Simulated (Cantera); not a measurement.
# Equilibrium for titanium nitride, carbide and oxide coatings: Ti(OiPr)4 + O2 + H2O

Input: 1 mol Ti(OiPr)4, 0.5 mol O2, 10 mol H2O, at 14.0 mbar.

Cantera equilibrium calculation (NASA polynomials, part measured and part estimated; ideal gas, pure solids and liquids). Candidate condensed phases: C, C6H6, C7H8, C8H18, H2O, Ti, TiC, TiO, TiO2, Ti2O3, Ti3O5, Ti4O7; 113 gas species. The feed counts by its element totals alone. Condensed phases not in the tables: Magnéli phases beyond Ti4O7. Kinetics and transport are ignored.

```json
[
 {"T (K)": "1175", "x H2": "0.647", "x CO": "0.325", "x H2O": "0.0199", "x CO2": "0.00784", "x H": "8.33e-7", "x OH": "1.79e-10", "x CH4": "5.75e-7", "n TiO2(rutile)": "1.00", "n Ti4O7(s)": "0"},
 {"T (K)": "1275", "x H2": "0.645", "x CO": "0.327", "x H2O": "0.0213", "x CO2": "0.00648", "x H": "5.00e-6", "x OH": "1.92e-9", "x CH4": "8.74e-8", "n TiO2(rutile)": "1.00", "n Ti4O7(s)": "0"},
 {"T (K)": "1375", "x H2": "0.644", "x CO": "0.328", "x H2O": "0.0223", "x CO2": "0.00549", "x H": "2.32e-5", "x OH": "1.45e-8", "x CH4": "1.77e-8", "n TiO2(rutile)": "1.00", "n Ti4O7(s)": "0"},
 {"T (K)": "1475", "x H2": "0.644", "x CO": "0.329", "x H2O": "0.0230", "x CO2": "0.00474", "x H": "8.79e-5", "x OH": "8.25e-8", "x CH4": "4.47e-9", "n TiO2(rutile)": "1.00", "n Ti4O7(s)": "0"},
 {"T (K)": "1575", "x H2": "0.643", "x CO": "0.329", "x H2O": "0.0236", "x CO2": "0.00417", "x H": "0.000282", "x OH": "3.76e-7", "x CH4": "1.35e-9", "n TiO2(rutile)": "1.00", "n Ti4O7(s)": "0"},
 {"T (K)": "1675", "x H2": "0.636", "x CO": "0.329", "x H2O": "0.0300", "x CO2": "0.00468", "x H": "0.000783", "x OH": "1.79e-6", "x CH4": "3.69e-10", "n TiO2(rutile)": "0", "n Ti4O7(s)": "0.250"},
 {"T (K)": "1775", "x H2": "0.635", "x CO": "0.329", "x H2O": "0.0304", "x CO2": "0.00424", "x H": "0.00195", "x OH": "5.82e-6", "x CH4": "1.46e-10", "n TiO2(rutile)": "0", "n Ti4O7(s)": "0.250"}
]
```
x: gas mole fraction; n: condensed amount in mol.

From 1175 K to 1575 K the condensed part is TiO2(rutile). From 1675 K to 1775 K the condensed part is Ti4O7(s).
